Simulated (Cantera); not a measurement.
# Catalytic combustion on Pt

An isothermal plug-flow reactor at 575 K and 5.00 bar (inlet), inlet velocity 0.024 m/s, active area per volume 940 1/m; feed CO : O₂ : N₂ : H₂O = 0.013 : 0.074 : 0.79 : 0.076 (molar parts), equivalence ratio 0.088.

Computed with Cantera and Deutschmann's 1995 Pt surface mechanism with GRI-Mech 3.0 gas chemistry. Catalytic surfaces can have several steady states; this one follows from the mechanism file's or the stated starting coverage. Mass transfer to the wall is taken as infinitely fast.

| z (m) | x CO | x O₂ | x H₂O | x CO₂ | θ free Pt | θ O* | θ OH* | θ CO* |
|---|---|---|---|---|---|---|---|---|
| 8.9e-05 | 0.0136 | 0.0776 | 0.0797 | 2.02e-5 | 0.00203 | 0.00781 | 0.00138 | 0.989 |
| 0.00015 | 0.0136 | 0.0776 | 0.0797 | 3.40e-5 | 0.00203 | 0.00782 | 0.00138 | 0.989 |
| 0.00025 | 0.0136 | 0.0776 | 0.0798 | 5.68e-5 | 0.00204 | 0.00784 | 0.00138 | 0.989 |
| 0.00041 | 0.0135 | 0.0776 | 0.0798 | 9.33e-5 | 0.00204 | 0.00787 | 0.00138 | 0.989 |
| 0.00069 | 0.0135 | 0.0776 | 0.0798 | 0.000158 | 0.00205 | 0.00792 | 0.00139 | 0.989 |
| 0.0012 | 0.0134 | 0.0775 | 0.0798 | 0.000276 | 0.00206 | 0.00803 | 0.00140 | 0.988 |
| 0.0019 | 0.0132 | 0.0774 | 0.0798 | 0.000440 | 0.00208 | 0.00817 | 0.00142 | 0.988 |
| 0.0032 | 0.0129 | 0.0773 | 0.0798 | 0.000754 | 0.00212 | 0.00847 | 0.00146 | 0.988 |
| 0.0053 | 0.0124 | 0.0771 | 0.0798 | 0.00129 | 0.00219 | 0.00902 | 0.00154 | 0.987 |
| 0.0089 | 0.0114 | 0.0766 | 0.0798 | 0.00229 | 0.00235 | 0.0103 | 0.00170 | 0.986 |
x: gas mole fraction; θ: surface coverage.
